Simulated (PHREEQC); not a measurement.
0.048 g of hydrous ferric oxide (600 m²/g; 0.2 weak and 0.005 strong sites per Fe, Dzombak-Morel constants, diffuse double layer) in 1 kg of water with 0.005 mol/kgw of an inert sodium salt and 3.7e-07 mol/kgw ZnSO4 and 0.00022 mol/kgw CaCl2, at 25 °C; the pH is set by adding NaOH or the inert anion's acid. Oxygen alone is held at its pressure in air (log pO2 = -0.68). The system is closed to CO2. Precipitation was switched off in this run.

Base run: PHREEQC, ion-association model, wateq4f.dat. Each further column changes one thing. The table gives Zn sorbed (%).

```json
[
 {"pH": "4", "base": "0.0", "no electrostatic term (-no_edl)": "0.0", "background salt from 0.005 to 0.0005 mol/kgw": "0.0", "oxide from 0.048 to 0.24 g/kgw": "0.0", "3.9e-05 mol/kgw Na2HAsO4 added": "0.0"},
 {"pH": "5.5", "base": "2.3", "no electrostatic term (-no_edl)": "7.6", "background salt from 0.005 to 0.0005 mol/kgw": "2.0", "oxide from 0.048 to 0.24 g/kgw": "10.3", "3.9e-05 mol/kgw Na2HAsO4 added": "6.5"},
 {"pH": "6.5", "base": "58.8", "no electrostatic term (-no_edl)": "74.2", "background salt from 0.005 to 0.0005 mol/kgw": "59.4", "oxide from 0.048 to 0.24 g/kgw": "88.3", "3.9e-05 mol/kgw Na2HAsO4 added": "80.2"},
 {"pH": "8", "base": "99.4", "no electrostatic term (-no_edl)": "99.3", "background salt from 0.005 to 0.0005 mol/kgw": "99.4", "oxide from 0.048 to 0.24 g/kgw": "99.9", "3.9e-05 mol/kgw Na2HAsO4 added": "99.3"},
 {"pH": "9.5", "base": "97.2", "no electrostatic term (-no_edl)": "97.2", "background salt from 0.005 to 0.0005 mol/kgw": "96.9", "oxide from 0.048 to 0.24 g/kgw": "99.7", "3.9e-05 mol/kgw Na2HAsO4 added": "97.5"},
 {"pH": "10.5", "base": "64.2", "no electrostatic term (-no_edl)": "53.0", "background salt from 0.005 to 0.0005 mol/kgw": "62.1", "oxide from 0.048 to 0.24 g/kgw": "98.8", "3.9e-05 mol/kgw Na2HAsO4 added": "48.0"},
 {"pH": "12", "base": "0.3", "no electrostatic term (-no_edl)": "0.0", "background salt from 0.005 to 0.0005 mol/kgw": "0.2", "oxide from 0.048 to 0.24 g/kgw": "63.3", "3.9e-05 mol/kgw Na2HAsO4 added": "0.5"}
]
```

 The database has no arsenate complexes of Zn, Ca.
